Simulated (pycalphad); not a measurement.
All values are pycalphad results on the COST 507 light-alloy database (1999) (1 atm), not direct measurements. The database dates from 1999; later assessments differ in places, in temperatures and in the compounds included. Phase fractions are per mole of atoms.

### Question
Give the equilibrium state of Al-0.42Si-13.14C (at.%) at 977 °C.

### Answer
```
T = 1250.00 K, P = 101325 Pa, N = 1 mol of atoms
G = -63071 J/mol, H = 24230 J/mol, S = 69.84 J/(mol K)  (SER reference)
chemical potentials (J/mol): Al -62062, Si -95490, C -68672
phase             fraction      x(Al)      x(Si)       x(C)
LIQUID              0.6934     0.9940     0.0060   2.21e-06
AL4C3               0.3066     0.5712   0.000199     0.4286
```

### Question
Give the equilibrium state of Al-0.42Si-13.14C (at.%) at 452 °C.

### Answer
```
T = 725.00 K, P = 101325 Pa, N = 1 mol of atoms
G = -31954 J/mol, H = 1033 J/mol, S = 45.50 J/(mol K)  (SER reference)
chemical potentials (J/mol): Al -26160, Si -44714, C -69661
phase             fraction      x(Al)      x(Si)       x(C)
FCC_A1              0.6948     0.9999      6e-05    1.3e-13
AL4C3               0.2388     0.5714   2.03e-05     0.4286
AL8SIC7             0.0665     0.5000     0.0625     0.4375
```

Database names, with the compositions (at.%) that they take in these runs: AL4C3: Al 57 C 43; AL8SIC7: Al 50 C 44 Si 6. FCC_A1 is fcc.
